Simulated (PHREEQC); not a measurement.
Dissolve 0.003 mol/kgw NH4HS and 6.4e-05 mol/kgw NaOH at 20 °C. Closed to the air; pH follows from the charge balance.

Model: ion-association model, wateq4f.dat, run in PHREEQC.

This is a speciation only: nothing precipitates in the calculation.

What pH, ionic strength does the model give?

pH 8.29; ionic strength 0.00286 mol/kgw.

In which forms is N present?

NH4+ 93 %, NH3 6.8 % of the N.

The polysulfide entries of wateq4f.dat were taken out for this run.
